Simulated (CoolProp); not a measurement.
Vapour-liquid equilibrium of ammonia (1) + benzene (2) at 19.95 °C; x and y are mole fractions of (1).

Computed with CoolProp (multi-fluid Helmholtz-energy mixture model, Gao 2020 and Thol 2012; pair parameters Bell 2016).

Give the bubble pressure and the first vapour's composition at x = 0.2, 0.275, 0.95. Is there an azeotrope?

x = 0.2: 428.2 kPa, y = 0.977; x = 0.275: 524.9 kPa, y = 0.982; x = 0.95: 814.8 kPa, y = 0.996. No azeotrope shows between x = 0.05 and 0.95.

The pair parameters rest on a limited set of measurements; away from them the model extrapolates. With so large a gap from Raoult's law the liquid may split in two, which this calculation doesn't test in full.
